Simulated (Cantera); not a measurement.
A closed system holds: 1 mol C₆H₆, 0.56 mol O₂, 12 mol N₂, held at 25.5 Torr.

Method: chemical equilibrium by Gibbs-energy minimisation in Cantera with the NASA 1993 tables (ideal gas, pure condensed phases). Candidate condensed phases: C, C₆H₆, C₇H₈, C₈H₁₈, H₂O; 136 gas species. The numbers say what is thermodynamically allowed, not how fast it happens.

log p: log10 of the partial pressure in bar; n: condensed amount in mol.

```csv
T (°C),log p N₂,log p H₂,log p CO,log p HCN,log p H,log p HNC,n C(graphite)
1402,-1.60,-2.20,-2.63,-4.40,-5.04,-5.95,4.86
1452,-1.60,-2.20,-2.63,-4.28,-4.83,-5.77,4.85
1502,-1.60,-2.20,-2.63,-4.17,-4.64,-5.61,4.85
1552,-1.60,-2.20,-2.63,-4.06,-4.46,-5.46,4.84
1602,-1.60,-2.20,-2.63,(withheld),(withheld),(withheld),4.82
1652,-1.60,-2.21,-2.63,(withheld),(withheld),(withheld),4.81
1702,-1.60,-2.21,-2.63,-3.78,-3.97,-5.04,4.79
1752,-1.60,-2.21,-2.63,-3.70,-3.82,-4.92,4.77
```

Task: What belongs in the gaps?

Result: 
- 1602, log p HCN: -3.96
- 1602, log p H: -4.29
- 1602, log p HNC: -5.31
- 1652, log p HCN: -3.87
- 1652, log p H: -4.12
- 1652, log p HNC: -5.17
